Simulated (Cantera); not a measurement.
A closed system holds: 1 mol Si₂Cl₆, a varied amount of NH₃, held at 120 Torr.

Method: chemical equilibrium by Gibbs-energy minimisation in Cantera with the NASA 1993 tables (ideal gas, pure condensed phases). Candidate condensed phases: NH₄Cl, Si, Si₃N₄; 28 gas species. The feed counts by its element totals alone. The tables' values for SiCl₃ are old estimates. Rates play no part.

What condenses at these points (T in °C, n(NH₃) in mol): (1400, 0.58); (1600, 3.1); (1650, 0.81); (1200, 1.6); (1350, 1.6)?


```tsv
T (°C)	n(NH₃) in mol	condensed phases	Si condensed (%)
1400	0.58	gas only	0.0
1600	3.1	gas only	0.0
1650	0.81	gas only	0.0
1200	1.6	Si₃N₄	41.9
1350	1.6	Si₃N₄	21.7
```
